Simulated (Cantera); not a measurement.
An adiabatic, constant-pressure homogeneous reactor starts with CH4 : CO : O2 : N2 = 1 : 0.16 : 4 : 25.2 (molar parts), equivalence ratio 0.52, at 1623 K and 9.87 atm.

Detailed kinetics in Cantera: GRI-Mech 3.0 (53 species, 325 reactions).

Question: Predict: time of steepest temperature rise; temperature at 3.00 s; equilibrium temperature; x(CO) at 3.00 s; x(O2) at 3.00 s; x(CO2) at 3.00 s; x(NO) at 3.00 s; x(H2O) at 3.00 s.

Answer: 
```
Quantity                                                              Result
---------------------------------  -----------------------------------------
time of steepest temperature rise                                    78.2 µs
temperature at 3.00 s                                                 2322 K
equilibrium temperature                                               2322 K
x(CO) at 3.00 s                    0.000658 (gas-phase equilibrium 0.000658)
x(O2) at 3.00 s                        0.0584 (gas-phase equilibrium 0.0584)
x(CO2) at 3.00 s                       0.0376 (gas-phase equilibrium 0.0376)
x(NO) at 3.00 s                      0.00890 (gas-phase equilibrium 0.00890)
x(H2O) at 3.00 s                       0.0644 (gas-phase equilibrium 0.0644)
```
